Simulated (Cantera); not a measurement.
Charge: 1 mol Al, 7.6 mol HCl, 25 mol N2, held at 1375 K and 4.40 mbar.

These are equilibrium values from Cantera (NASA tables, ideal gas, pure condensed phases), not measurements of a reactor. Candidate condensed phases: Al, AlCl3, AlN, NH4Cl; 20 gas species. The tables' values for AlCl2 are old estimates; treat these amounts as uncertain. Equilibrium is a limit: real reactors are often held back by kinetics, nucleation or transport.

Base state: N2 0.779, HCl 0.144, H2 0.0465, AlCl3 0.0308, AlCl2 0.000341, AlCl 4.92e-5, Cl 2.85e-5, H 1.11e-5 (mole fractions); condensed: gas only.

Task: What changes in the equilibrium state with this change: HCl from 7.6 to 1.4 mol?

Result: 
| species | before | after |
|---|---|---|
| N2 | 0.779 | 0.952 |
| H2 | 0.0465 | 0.0205 |
| HCl | 0.144 | 0.0129 |
| AlCl3 | 0.0308 | 0.0126 |
| AlCl | 4.92e-5 | 0.00110 |
| Cl | 2.85e-5 | 3.86e-6 |
| AlN(s), mol | 0 | 0.617 |
